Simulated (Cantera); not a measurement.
An adiabatic, constant-volume homogeneous reactor starts with 7.40 % C₃H₈, 19.5 % O₂, 73.2 % N₂, equivalence ratio 1.9, at 1375 K and 4.93 atm.

Model: GRI-Mech 3.0 (53 species, 325 reactions), integrated in Cantera. GRI-Mech 3.0 was tuned for natural gas; its chemistry of propane as a main component is partial and can be far from experiment.

Problem. Predict: time of steepest temperature rise; temperature at 4.00 s; equilibrium temperature; x(O₂) at 4.00 s; x(CO) at 4.00 s; x(NO) at 4.00 s; x(H) at 4.00 s.

Solution. 
* **time of steepest temperature rise**: 0.132 ms
* **temperature at 4.00 s**: 2893 K
* **equilibrium temperature**: 2893 K
* **x(O₂) at 4.00 s**: 6.06e-5 (gas-phase equilibrium 6.06e-5)
* **x(CO) at 4.00 s**: 0.156 (gas-phase equilibrium 0.156)
* **x(NO) at 4.00 s**: 0.000610 (gas-phase equilibrium 0.000610)
* **x(H) at 4.00 s**: 0.0107 (gas-phase equilibrium 0.0107)
